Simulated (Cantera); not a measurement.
A closed system holds: 1 mol BaF₂, 0.25 mol O₂, 0.41 mol N₂, at 1802 °C and 3.38 Torr.

These are equilibrium values from Cantera (NASA tables, ideal gas, pure condensed phases), not measurements of a reactor. Candidate condensed phases: Ba, BaF₂, BaO; 20 gas species. Rates play no part.

Base state: BaF₂ 0.599, N₂ 0.244, O₂ 0.145, O 0.00661, NO 0.00431, F 0.000582, BaF 0.000581 (mole fractions); condensed: gas only.

Question: What changes in the equilibrium state with this change: temperature from 1802 °C to 1025 °C?

Answer: 
```tsv
species	before	after
N₂	0.244	0.621
O₂	0.145	0.379
NO	0.00431	0.000466
BaF₂	0.599	7.55e-5
F	0.000582	<1e-9
BaF	0.000581	<1e-9
BaF₂(s), mol	0	1.000
```

Question: What changes in the equilibrium state with this change: pressure from 3.38 Torr to 75.0 Torr?

Answer: 
```json
[
 {"species": "BaF₂", "before": "0.599", "after": "0.431"},
 {"species": "N₂", "before": "0.244", "after": "0.350"},
 {"species": "O₂", "before": "0.145", "after": "0.211"},
 {"species": "F", "before": "0.000582", "after": "0.000105"},
 {"species": "BaF", "before": "0.000581", "after": "0.000105"},
 {"species": "O", "before": "0.00661", "after": "0.00169"},
 {"species": "NO", "before": "0.00431", "after": "0.00624"},
 {"species": "BaF₂(l), mol", "before": "0", "after": "0.498"}
]
```
